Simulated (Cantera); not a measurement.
A perfectly stirred reactor is fed with H₂ : O₂ : N₂ = 1 : 0.649 : 2.44 (molar parts), at 0.580 bar; it is adiabatic with a 775 K inlet, and is followed from long to short residence time, starting on the burning branch (τ in s: 0.047, 0.023, 0.011, 0.0054, 0.0026, 0.0013, 0.00062, 0.0003, 0.00015, 7.2e-05, 3.5e-05).

Computed with Cantera and the H2/O2 subset of GRI-Mech 3.0, which has no nitrogen chemistry.

One state of this run: T (K) = 2383; x H₂ = 0.00938; x O₂ = 0.0408; x H₂O₂ = 2.00e-7; x O = 0.00355; x H = 0.00317; x OH = 0.0156. x: mole fraction; the columns are a selection and need not sum to one.

Which value of τ (s) does it belong to?
A) 0.047
B) 0.00062
C) 7.2e-5
D) 0.011

D, 0.011
